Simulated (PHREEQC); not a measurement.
1 kg of water holding 0.56 mol Na2CO3, 0.0087 mol Na2SO4, 0.015 mol KCl and 0.0091 mol NaCl is evaporated at 25 °C; the solids stay in contact with the brine. CO2 from the air is kept out. The run lets Arcanite, Burkeite, Glaserite, Halite, Kalicinite, Mirabilite, Misenite, Nahcolite, Natron, Sylvite, Thenardite, Trona precipitate or redissolve, and no other solid.

Model: Pitzer model, pitzer.dat, run in PHREEQC.

| water left (kg) | ionic strength | water activity | Natron (mol) | K in solution (mol/kgw) | Cl in solution (mol/kgw) | S in solution (mol/kgw) | pH |
|---|---|---|---|---|---|---|---|
| 1 | 1.72 | 0.977 | 0 | 0.0150 | 0.0241 | 0.00870 | 11.59 |
| 0.8219 | 2.10 | 0.973 | 0 | 0.0182 | 0.0293 | 0.0106 | 11.63 |
| 0.6755 | [?] | 0.968 | 0 | 0.0222 | 0.0357 | 0.0129 | [?] |
| 0.5552 | [?] | 0.962 | 0 | 0.0270 | 0.0434 | 0.0157 | 11.70 |
| 0.4564 | 3.78 | 0.954 | 0 | 0.0329 | 0.0528 | 0.0191 | 11.75 |
| 0.3751 | [?] | 0.944 | 0 | 0.0400 | 0.0643 | 0.0232 | [?] |
| 0.3083 | 5.60 | 0.932 | 0 | 0.0487 | 0.0782 | 0.0282 | 11.86 |
| 0.2534 | 6.82 | [?] | 0 | 0.0592 | 0.0951 | 0.0343 | 11.92 |
| 0.2083 | 8.30 | [?] | 0 | 0.0720 | 0.116 | 0.0418 | 11.99 |
| 0.1391 | 8.58 | 0.888 | 0.178 | 0.108 | 0.173 | 0.0625 | 11.99 |
| 0.07894 | 8.87 | 0.879 | [?] | 0.190 | 0.305 | 0.110 | 11.99 |
| 0.02981 | 10.0 | 0.843 | 0.477 | 0.503 | 0.809 | 0.292 | 12.00 |

Task: Some entries are withheld; supply them.

Result: 
- 0.6755, ionic strength: 2.55
- 0.6755, pH: 11.66
- 0.5552, ionic strength: 3.11
- 0.3751, ionic strength: 4.61
- 0.3751, pH: 11.80
- 0.2534, water activity: 0.915
- 0.2083, water activity: 0.894
- 0.07894, Natron (mol): 0.343

Species that the database lacks are ignored.
